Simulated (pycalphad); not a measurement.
An equivalent pycalphad script:

```python
from pycalphad import Database, equilibrium, calculate, variables as v
import numpy as np
db = Database('COST507.tdb')
comps = ['AL', 'SI', 'FE', 'VA']
phases = ['AL13FE4', 'AL2FE', 'AL5FE2', 'AL5FE4', 'ALFESI_ALPHA', 'ALFESI_BETA', 'ALFESI_DELTA', 'ALFESI_GAMMA', 'ALFESI_TAU1', 'ALFESI_TAU3', 'BCC_B2', 'DIAMOND_A4', 'FCC_A1', 'FE2SI', 'FE5SI3', 'FESI', 'FESI2_H', 'FESI2_L', 'LIQUID']
eq = equilibrium(db, comps, phases, {v.X('SI'): 0.029, v.X('FE'): 0.0041, v.T: np.arange(1850, 499, -50), v.P: 101325, v.N: 1}, output=['HM', 'SM'])
```

Source of the numbers: pycalphad with the COST 507 light-alloy database (1999); pressure 1 atm. These are 1990s assessments: newer ones move some temperatures and phases. Amounts are mole fractions of atoms.

Results at three of the temperatures:

```
T = 1700.00 K, P = 101325 Pa, N = 1 mol of atoms
G = -102508 J/mol, H = 53444 J/mol, S = 91.74 J/(mol K)  (SER reference)
chemical potentials (J/mol): Al -101107, Si -131597, Fe -227222
phase             fraction      x(Al)      x(Si)      x(Fe)
LIQUID              1.0000     0.9669     0.0290     0.0041
```

```
T = 1350.00 K, P = 101325 Pa, N = 1 mol of atoms
G = -71629 J/mol, H = 42365 J/mol, S = 84.44 J/(mol K)  (SER reference)
chemical potentials (J/mol): Al -70576, Si -90241, Fe -188313
phase             fraction      x(Al)      x(Si)      x(Fe)
LIQUID              1.0000     0.9669     0.0290     0.0041
```

```
T = 1300.00 K, P = 101325 Pa, N = 1 mol of atoms
G = -67436 J/mol, H = 40783 J/mol, S = 83.25 J/(mol K)  (SER reference)
chemical potentials (J/mol): Al -66434, Si -84522, Fe -183020
phase             fraction      x(Al)      x(Si)      x(Fe)
LIQUID              1.0000     0.9669     0.0290     0.0041
```

Changes of the phase set, refined by bisection:

```tsv
T (K)	phases above	phases below
912.9	liquid	fcc + liquid
895.4	fcc + liquid	ALFESI_ALPHA + fcc + liquid
892.7	ALFESI_ALPHA + fcc + liquid	ALFESI_BETA + fcc + liquid
848.9	ALFESI_BETA + fcc + liquid	ALFESI_BETA + diamond (Si) + fcc
```

Database names, with the compositions (at.%) that they take in these runs: ALFESI_BETA: Al 70 Si 15 Fe 15.
